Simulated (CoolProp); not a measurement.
Vapour-liquid equilibrium of CHF3 (R23) (1) + R134a (2) at 827 kPa; x and y are mole fractions of (1).

The numbers come from the multi-fluid Helmholtz-energy mixture model, Penoncello 2003 and Tillner-Roth 1994; pair parameters Bell 2016 in CoolProp.

Give the bubble temperature and the first vapour's composition at x = 0.125, 0.275, 0.575. Is there an azeotrope?

x = 0.125: 16.9 °C, y = 0.405; x = 0.275: 1.9 °C, y = 0.680; x = 0.575: -18.5 °C, y = 0.906. No azeotrope shows between x = 0.05 and 0.95.

Pair parameters are fitted to limited data, so mixtures are less certain than the pure fluids.
